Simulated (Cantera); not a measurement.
Input: 1 mol SiHCl₃, 0.58 mol Cl₂, 33 mol N₂, equilibrated at 1200 °C and 1.00 Torr.

These are equilibrium values from Cantera (NASA tables, ideal gas, pure condensed phases), not measurements of a reactor. Candidate condensed phases: NH₄Cl, Si, Si₃N₄; 28 gas species. The tables' values for SiCl₃ are old estimates; treat these amounts as uncertain. The numbers say what is thermodynamically allowed, not how fast it happens.

Base state: N₂ 0.941, HCl 0.0285, SiCl₄ 0.0128, SiCl₂ 0.00974, SiCl₃ 0.00603, Cl 0.00160, H₂ 2.49e-5 (mole fractions); condensed: gas only.

Problem. What changes in the equilibrium state with this change: 0.63 mol HF added?

Solution. 
| species | before | after |
|---|---|---|
| N₂ | 0.941 | 0.925 |
| HCl | 0.0285 | 0.0452 |
| SiCl₂ | 0.00974 | 0.00949 |
| SiF₄ | 0 | 0.00383 |
| SiCl₄ | 0.0128 | 0.00902 |
| SiF₃ | 0 | 0.000625 |
| HF | 0 | 0.000350 |
| SiF₂ | 0 | 6.10e-5 |
The tables' values for SiCl₃, SiF₃, SiF₂ are old estimates; treat these amounts as uncertain.
